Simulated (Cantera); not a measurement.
Input: 1 mol CH₃OH, 4.6 mol CO₂, 1.3 mol H₂, held at 1523 K and 0.110 bar.

Method: chemical equilibrium by Gibbs-energy minimisation in Cantera with the NASA 1993 tables (ideal gas, pure condensed phases). Candidate condensed phases: C, C₆H₆, C₇H₈, C₈H₁₈, H₂O; 110 gas species. Rates play no part.

Base state: CO 0.360, CO₂ 0.269, H₂O 0.248, H₂ 0.123, H 2.45e-5 (mole fractions); condensed: gas only.

Question: What changes in the equilibrium state with this change: temperature from 1523 K to 2275 K?

Answer: 
```json
[
 {"species": "CO", "before": "0.360", "after": "0.394"},
 {"species": "H₂O", "before": "0.248", "after": "0.277"},
 {"species": "CO₂", "before": "0.269", "after": "0.232"},
 {"species": "H₂", "before": "0.123", "after": "0.0854"},
 {"species": "O₂", "before": "<1e-9", "after": "0.000309"},
 {"species": "O", "before": "<1e-9", "after": "0.000227"},
 {"species": "OH", "before": "1.51e-6", "after": "0.00378"},
 {"species": "H", "before": "2.45e-5", "after": "0.00748"}
]
```

Question: What changes in the equilibrium state with this change: CH₃OH replaced by toluene?

Answer: 
```csv
species,before,after
CO,0.360,0.634
H₂,0.123,0.365
H,2.45e-5,4.21e-5
CO₂,0.269,2.41e-5
H₂O,0.248,3.72e-5
CH₄,<1e-9,3.38e-5
"C(graphite), mol",0,2.40
```

Question: What changes in the equilibrium state with this change: CH₃OH replaced by C₆H₆?

Answer: 
```tsv
species	before	after
CO	0.360	0.681
H₂	0.123	0.318
H	2.45e-5	3.93e-5
CO₂	0.269	2.78e-5
H₂O	0.248	3.48e-5
CH₄	<1e-9	2.57e-5
C(graphite), mol	0	1.40
```
